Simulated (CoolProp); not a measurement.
Vapour-liquid equilibrium of R113 (1) + ethanol (2) at 1.14 MPa; x and y are mole fractions of (1).

The numbers come from the multi-fluid Helmholtz-energy mixture model, Marx 1992 and Schroeder 2014; pair parameters Bell 2016 in CoolProp.

Problem. Give the bubble temperature and the first vapour's composition at x = 0.35, 0.45, 0.65. Is there an azeotrope?

Solution. x = 0.35: 407.4 K, y = 0.515; x = 0.45: 406.5 K, y = 0.548; x = 0.65: 406.1 K, y = 0.618. y crosses x between x = 0.55 and 0.65: the model has an azeotrope there.

The pair parameters rest on a limited set of measurements; away from them the model extrapolates.
